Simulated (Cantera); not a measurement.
A closed system holds: 1 mol Ta, 11 mol H2O, 260 mol H2, at 1798 K and 0.150 bar.

These are equilibrium values from Cantera (NASA tables, ideal gas, pure condensed phases), not measurements of a reactor. Candidate condensed phases: H2O, Ta, Ta2O5; 12 gas species. Equilibrium is a limit: real reactors are often held back by kinetics, nucleation or transport.

Base state: H2 0.968, H2O 0.0313, H 0.000894 (mole fractions); condensed: Ta2O5(s).

Q: What changes in the equilibrium state with this change: Ta replaced by Ta(OEt)5?

A: 
| species | before | after |
|---|---|---|
| H2 | 0.968 | 0.953 |
| CO | 0 | 0.0339 |
| H2O | 0.0313 | 0.0118 |
| CO2 | 0 | 0.000110 |
| H | 0.000894 | 0.000888 |
| Ta2O5(s), mol | 0.500 | 0.500 |
The feed counts by its element totals alone. Further candidate phases: C, C6H6, C7H8, C8H18, TaC.
